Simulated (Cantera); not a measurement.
Input: 1 mol SiHCl3, 36 mol N2, 0.83 mol NH3, equilibrated at 1252 °C and 680 Pa.

Method: chemical equilibrium by Gibbs-energy minimisation in Cantera with the NASA 1993 tables (ideal gas, pure condensed phases). Candidate condensed phases: NH4Cl, Si, Si3N4; 28 gas species. The tables' values for SiCl3 are old estimates; treat these amounts as uncertain. Kinetics and transport are ignored.

Task: What is the equilibrium state?

Result: 
```
Quantity                              Value
--------------------------------  ---------
x(N2)                                 0.918
x(HCl)                               0.0437
x(H2)                                0.0224
x(SiCl2)                             0.0148
x(SiCl3)                           0.000758
x(SiCl4)                           0.000115
x(Cl)                               6.71e-5
x(H)                                4.30e-5
x(SiHCl3)                           6.69e-6
n(Si3N4(s))                       0.127 mol
gas amount                        39.39 mol
log10 activity of Si(s) (absent)      -1.27
```
